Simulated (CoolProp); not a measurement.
Properties of isobutane along the isotherm 102.15 °C.

Computed with CoolProp (reference Helmholtz-energy equation of state, Bücker 2006).

```tsv
p (MPa)	phase	speed of sound (m/s)	fugacity coefficient
0.825	gas	217.2	0.9003
1.65	gas	185.6	0.8005
2.47	liquid	385.7	0.6375
3.3	liquid	419.5	0.4944
4.12	liquid	447.9	0.4100
4.95	liquid	473.2	0.3533
5.77	liquid	495.6	0.3134
6.6	liquid	516.4	0.2834
7.42	liquid	535.4	0.2606
8.25	liquid	553.3	0.2423
9.07	liquid	570.0	0.2277
```
